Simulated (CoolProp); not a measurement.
A simple Rankine cycle with isobutene: condensing at 316.15 K, boiler at 1.67 MPa, turbine inlet 370.4 K, turbine efficiency 0.75, pump efficiency 0.6, no recuperator. Each further row changes one setting.

Values from CoolProp's reference Helmholtz-energy equation of state, Lemmon 2005. It is a short technical equation, of lower accuracy than the large ones.

```tsv
case	thermal efficiency (%)	net work (kJ/kg)	heat in (kJ/kg)	turbine exit temperature (K)	volume ratio over the turbine
as stated	8.5	(withheld)	398	330.2	(withheld)
turbine inlet 390.4 K	8.5	38.1	446	353.3	3.48
condensing temperature 308.15 K	9.7	40.5	418	324.3	4.52
boiler pressure 1.17 MPa	6.3	26.6	420	(withheld)	2.37
turbine efficiency 0.65	7.2	28.8	398	332.8	(withheld)
```

Q: Complete the blanks.

A: 
- as stated, net work (kJ/kg): 33.8
- as stated, volume ratio over the turbine: 3.63
- boiler pressure 1.17 MPa, turbine exit temperature (K): 345.4
- turbine efficiency 0.65, volume ratio over the turbine: 3.67
